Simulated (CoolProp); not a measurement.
Vapour-liquid equilibrium of R1234yf (1) + R1234ze(E) (2) at 0.942 MPa; x and y are mole fractions of (1).

The numbers come from the multi-fluid Helmholtz-energy mixture model, Lemmon 2022 and Thol 2016; pair parameters Bell 2022 in CoolProp.

Problem. Give the bubble temperature and the first vapour's composition at x = 0.5, 0.65, 0.95. Is there an azeotrope?

Solution. x = 0.5: 315.0 K, y = 0.551; x = 0.65: 313.5 K, y = 0.694; x = 0.95: 310.6 K, y = 0.959. No azeotrope shows between x = 0.05 and 0.95.

Pair parameters are fitted to limited data, so mixtures are less certain than the pure fluids.
